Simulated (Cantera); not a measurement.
Feed: 1 mol Si, 0.06 mol N2O, 2.1 mol H2, equilibrated at 19.0 Pa.

These are equilibrium values from Cantera (NASA tables, ideal gas, pure condensed phases), not measurements of a reactor. Candidate condensed phases: H2O, Si, SiO2, Si2N2O, Si3N4; 35 gas species. Equilibrium is a limit: real reactors are often held back by kinetics, nucleation or transport. All values below are at 1600 K.

Base state: H2 0.942, SiO 0.0270, N2 0.0270, H 0.00383, Si 0.000513, SiH 1.50e-5 (mole fractions); condensed: Si(s).

What changes in the equilibrium state with this change: pressure from 19.0 Pa to 1 atm?


```
species           before    after
--------------  --------  -------
H2                 0.942    1.000
H                0.00383  5.40e-5
SiO               0.0270  4.95e-5
N2                0.0270  4.95e-5
Si              0.000513  9.62e-8
SiH              1.50e-5  2.11e-7
Si(s), mol         0.939    0.880
Si2N2O(s), mol         0   0.0599
```
Mutual solubility and eutectic melting of coexisting phases are not modelled.
